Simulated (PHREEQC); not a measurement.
Make-up at 65 °C: 0.27 mol MgCl2, 0.00012 mol CO2 and 0.0001 mol MgSO4 per kg of water. Closed to the air; pH follows from the charge balance.

All values are PHREEQC results (ion-association model, phreeqc.dat), not measurements.

```csv
quantity,before,after
pH,4.89,5.05
CO2 (mol/kgw),0.000103,0.000109
MgSO4 (mol/kgw),8.35e-5,7.45e-5
SO4-2 (mol/kgw),1.65e-5,2.55e-5
HCO3- (mol/kgw),7.49e-6,8.52e-6
```

**Question.** What was changed between the two runs?
A) temperature from 65 to 50 °C
B) MgCl2 left out
C) CO2 replaced by Na2CO3 at the same molality
D) MgCl2 from 0.27 to 0.054 mol/kgw
E) diluted 5-fold with water

**Answer.** D, MgCl2 from 0.27 to 0.054 mol/kgw

Precipitation was switched off in this run. The ionic strength passes 0.7 mol/kgw, the rough limit of the ion-association models, in before. Away from 25 °C the constants follow the database's enthalpies or fits; those with neither stay at their 25 °C values.
